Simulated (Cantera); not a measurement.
Cantera with NASA thermochemical tables; ideal gases at 1 bar, condensed phases pure. Values are per mole of reaction as written; species without (g) are pure solids or liquids, kept so even where they would boil at 1 bar.

### Question
Between 300 and 975 K, where is each reaction favourable under standard conditions?
- 2 K(g) + 2 SO3(g) ⇌ SO2(g) + K2SO4

### Answer
- 2 K(g) + 2 SO3(g) ⇌ SO2(g) + K2SO4: ΔG° is -998 kJ at 300 K and -741 kJ at 975 K; it stays negative (K > 1). ΔH° is -1081 kJ and ΔS° -349 J/K at 975 K.
